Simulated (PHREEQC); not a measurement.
A solution holds 0.007 mol K2CO3, 0.025 mol KNO3 and 0.028 mol KH2PO4 per kg of water, at 5 °C. Closed to the air; pH follows from the charge balance.

Computed with PHREEQC (ion-association model, phreeqc.dat).

```
quantity                    before    after
------------------------  --------  -------
pH                            6.67     2.97
ionic strength (mol/kgw)    0.0756   0.0750
KHPO4- (mol/kgw)          0.000482  1.35e-7
H3PO4 (mol/kgw)            3.62e-7  0.00246
```

Q: What was changed between the two runs?
A. temperature from 5 to 60 °C
B. 0.009 mol/kgw H2SO4 added
C. K2CO3 from 0.007 to 0.0035 mol/kgw
D. diluted 5-fold with water
E. KH2PO4 from 0.028 to 0.14 mol/kgw

A: B, 0.009 mol/kgw H2SO4 added

This is a speciation only: nothing precipitates in the calculation. At this temperature some constants are extrapolated from 25 °C, and those without enthalpy data are left unchanged.
